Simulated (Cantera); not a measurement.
A closed system holds: 1 mol Si(CH₃)₄, 1.1 mol C₂H₂, 1.2 mol H₂, held at 2250 K and 0.100 bar.

Equilibrium computed with Cantera from the NASA thermochemical tables; the gas is ideal and each condensed phase is pure. Candidate condensed phases: C, C₆H₆, C₇H₈, C₈H₁₈, Si, SiC; 87 gas species. Gases not in the tables: Si₂H₆ and higher silanes. Rates play no part.

Question: What is the equilibrium state?

Answer: 
```json
{
 "x(H₂)": "0.973",
 "x(H)": "0.0232",
 "x(C₂H₂ (acetylene))": "0.00326",
 "x(Si)": "0.000738",
 "x(SiH)": "9.26e-5",
 "x(SiC₂)": "8.53e-5",
 "x(Si₂C)": "5.11e-5",
 "x(SiH₂)": "4.54e-5",
 "x(CH₄)": "2.24e-5",
 "n(C(graphite))": "5.15 mol",
 "n(SiC(s))": "0.991 mol",
 "gas_amount": "8.405 mol",
 "log10 activity of Si(l) (absent)": "-0.90"
}
```
